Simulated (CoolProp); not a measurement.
The fluid at 307.38 K and 0.459 MPa is throttled through a valve to 0.251 MPa with no heat exchange. The same conditions are run with several fluids, on thermodynamics alone (safety and materials aside).

The numbers come from the reference Helmholtz-energy equation of state of each fluid (CH3F (R41): Lemmon 2006; methane: Setzmann 1991; R22: Kamei 1995; ammonia: Gao 2020; R13: Platzer 1990) in CoolProp. The equations of Platzer and Polt are older, rougher fits.

Question: Rank CH3F (R41), methane, R22, ammonia, R13 by temperature change (K), highest first.

Answer: methane (-0.9), R13 (-2.2), CH3F (R41) (-3.5), R22 (-4.3), ammonia (-5.3)

```tsv
fluid	final density (kg/m³)
CH3F (R41)	3.45
methane	1.59
R22	8.92
ammonia	1.75
R13	10.6
```
